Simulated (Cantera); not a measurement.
An adiabatic, constant-pressure homogeneous reactor starts with 3.54 % CH4, 20.2 % O2, 76.2 % N2, equivalence ratio 0.35, at 1523 K and 0.460 bar.

Cantera simulation using GRI-Mech 3.0 (53 species, 325 reactions); the numbers are that mechanism's predictions, not measurements.

Predict: time of steepest temperature rise; temperature at 1.00 s; equilibrium temperature; x(O2) at 1.00 s; x(CO2) at 1.00 s; x(NO) at 1.00 s; x(CO) at 1.00 s.


```
Item                                                                  Result
---------------------------------  -----------------------------------------
time of steepest temperature rise                                    1.37 ms
temperature at 1.00 s                                                 2213 K
equilibrium temperature                                               2213 K
x(O2) at 1.00 s                          0.125 (gas-phase equilibrium 0.125)
x(CO2) at 1.00 s                       0.0344 (gas-phase equilibrium 0.0344)
x(NO) at 1.00 s                      0.00963 (gas-phase equilibrium 0.00985)
x(CO) at 1.00 s                    0.000951 (gas-phase equilibrium 0.000949)
```
